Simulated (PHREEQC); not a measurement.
Dissolve 0.019 mol/kgw HF, 0.2 mol/kgw NH4HF2 and 0.09 mol/kgw H2SiF6 at 25 °C. Closed to the air; pH follows from the charge balance.

All values are PHREEQC results (ion-association model, wateq4f.dat), not measurements.

Each row changes one thing in this solution. No solid was allowed to form.

```json
[
 {"case": "as made", "pH": "1.99", "ionic strength (mol/kgw)": "0.303", "HF (mol/kgw)": "0.183", "H2F2 (mol/kgw)": "0.0940", "F- (mol/kgw)": "0.0189", "HF2- (mol/kgw)": "0.0143", "SI of Quartz (SiO2)": "-8.53"},
 {"case": "NH4HF2 from 0.2 to 0.22 mol/kgw", "pH": "2.14", "ionic strength (mol/kgw)": "0.319", "HF (mol/kgw)": "0.189", "H2F2 (mol/kgw)": "0.0997", "F- (mol/kgw)": "0.0277", "HF2- (mol/kgw)": "0.0216", "SI of Quartz (SiO2)": "-8.92"},
 {"case": "temperature from 25 to 60 °C", "pH": "2.00", "ionic strength (mol/kgw)": "0.303", "HF (mol/kgw)": "0.265", "H2F2 (mol/kgw)": "0.0513", "F- (mol/kgw)": "0.0147", "HF2- (mol/kgw)": "0.0184", "SI of Quartz (SiO2)": "(withheld)"},
 {"case": "HF from 0.019 to 0.0209 mol/kgw", "pH": "1.99", "ionic strength (mol/kgw)": "0.303", "HF (mol/kgw)": "0.184", "H2F2 (mol/kgw)": "0.0947", "F- (mol/kgw)": "0.0189", "HF2- (mol/kgw)": "0.0143", "SI of Quartz (SiO2)": "-8.53"},
 {"case": "HF from 0.019 to 0.038 mol/kgw", "pH": "1.97", "ionic strength (mol/kgw)": "0.304", "HF (mol/kgw)": "0.189", "H2F2 (mol/kgw)": "0.100", "F- (mol/kgw)": "0.0189", "HF2- (mol/kgw)": "0.0147", "SI of Quartz (SiO2)": "-8.58"},
 {"case": "HF left out", "pH": "2.00", "ionic strength (mol/kgw)": "0.303", "HF (mol/kgw)": "(withheld)", "H2F2 (mol/kgw)": "0.0880", "F- (mol/kgw)": "0.0189", "HF2- (mol/kgw)": "0.0138", "SI of Quartz (SiO2)": "-8.47"},
 {"case": "temperature from 25 to 50 °C", "pH": "1.99", "ionic strength (mol/kgw)": "0.303", "HF (mol/kgw)": "(withheld)", "H2F2 (mol/kgw)": "0.0634", "F- (mol/kgw)": "0.0157", "HF2- (mol/kgw)": "0.0176", "SI of Quartz (SiO2)": "(withheld)"}
]
```

**Question.** What belongs in the gaps?

**Answer.** 
- temperature from 25 to 60 °C, SI of Quartz (SiO2): -7.00
- HF left out, HF (mol/kgw): 0.177
- temperature from 25 to 50 °C, HF (mol/kgw): 0.241
- temperature from 25 to 50 °C, SI of Quartz (SiO2): -7.45

wateq4f.dat counts part of the HF as a dimer, H2F2, which phreeqc.dat doesn't know; its constant is uncertain. Constants without temperature data keep their 25 °C values here. SiF6-2 is the database's only silicon fluoride.
